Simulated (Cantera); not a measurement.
Charge: 1 mol SiH4, 0.33 mol Cl2, 21 mol N2, equilibrated at 1250 °C and 38.0 mbar.

These are equilibrium values from Cantera (NASA tables, ideal gas, pure condensed phases), not measurements of a reactor. Candidate condensed phases: NH4Cl, Si, Si3N4; 28 gas species. The tables' values for SiCl3 are old estimates; treat these amounts as uncertain. Rates play no part.

Base state: N2 0.897, H2 0.0743, HCl 0.0279, SiCl2 0.000573, H 3.23e-5, SiCl3 2.46e-5 (mole fractions); condensed: Si3N4(s).

Q: What changes in the equilibrium state with this change: Cl2 from 0.33 to 0.0047 mol?

A: 
```csv
species,before,after
N2,0.897,0.910
H2,0.0743,0.0893
HCl,0.0279,0.000420
SiCl2,0.000573,1.07e-7
SiCl3,2.46e-5,<1e-9
H,3.23e-5,3.54e-5
"Si3N4(s), mol",0.329,0.333
```
